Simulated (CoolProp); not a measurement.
Vapour-liquid equilibrium of R125 (1) + cyclopropane (2) at 301.1 K; x and y are mole fractions of (1).

Computed with CoolProp (multi-fluid Helmholtz-energy mixture model, Lemmon 2005 and Polt 1992; pair parameters Bell 2016). This equation is an older, rougher fit; its heat capacities, sound speeds and derivatives of the liquid may be far off and weren't checked against measurements.

| x | bubble pressure, mixture model (MPa) | bubble pressure, Raoult's law (MPa) | y, mixture model | y, Raoult's law |
|---|---|---|---|---|
| 0.05 | 0.9337 | 0.8192 | 0.177 | 0.091 |
| 0.2 | 1.223 | 0.9248 | 0.418 | 0.322 |
| 0.35 | 1.374 | 1.030 | 0.528 | 0.505 |
| 0.5 | 1.465 | 1.136 | 0.609 | 0.655 |
| 0.65 | 1.522 | 1.242 | 0.693 | 0.779 |
| 0.8 | 1.543 | 1.347 | 0.799 | 0.884 |
| 0.95 | 1.512 | 1.453 | 0.941 | 0.973 |

The largest gap from Raoult's law is +33.4 % in bubble pressure, at x = 0.35. y crosses x between x = 0.65 and 0.8: the model has an azeotrope there.

Pair parameters are fitted to limited data, so mixtures are less certain than the pure fluids.
